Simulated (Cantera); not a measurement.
Equilibrium for aluminium nitride and oxide growth: Al + N2O + H2

Feed: 1 mol Al, a varied amount of N2O, 1.3 mol H2, equilibrated at 1777 °C and 45.0 Pa.

Cantera equilibrium calculation (NASA polynomials, part measured and part estimated; ideal gas, pure solids and liquids). Candidate condensed phases: Al, AlN, Al2O3, H2O; 35 gas species. Kinetics and transport are ignored.

From 2.2 mol N2O to 15 mol N2O the condensed part is Al2O3(s). The main Al-bearing gas is AlO2H throughout.

| n(N2O) (mol) | x N2 | x O2 | x H2O | x H2 | x H | x O | x OH | n Al2O3(s) |
|---|---|---|---|---|---|---|---|---|
| 2.2 | 0.612 | 0.000585 | 0.187 | 0.152 | 0.0417 | 0.00111 | 0.00560 | 0.500 |
| 3.8 | 0.657 | 0.0826 | 0.196 | 0.0134 | 0.0124 | 0.0132 | 0.0198 | 0.500 |
| 5.4 | 0.656 | 0.147 | 0.138 | 0.00704 | 0.00897 | 0.0176 | 0.0192 | 0.500 |
| 7 | 0.654 | 0.184 | 0.105 | 0.00481 | 0.00742 | 0.0197 | 0.0177 | 0.500 |
| 8.6 | 0.654 | 0.207 | 0.0844 | 0.00365 | 0.00646 | 0.0209 | 0.0163 | 0.500 |
| 10 | 0.653 | 0.221 | 0.0719 | 0.00301 | 0.00586 | 0.0216 | 0.0153 | 0.500 |
| 12 | 0.653 | 0.236 | 0.0591 | 0.00240 | 0.00523 | 0.0223 | 0.0141 | 0.500 |
| 13 | 0.653 | 0.241 | 0.0542 | 0.00217 | 0.00498 | 0.0225 | 0.0136 | 0.500 |
| 15 | 0.653 | 0.250 | 0.0465 | 0.00183 | 0.00457 | 0.0229 | 0.0127 | 0.500 |
x: gas mole fraction; n: condensed amount in mol.
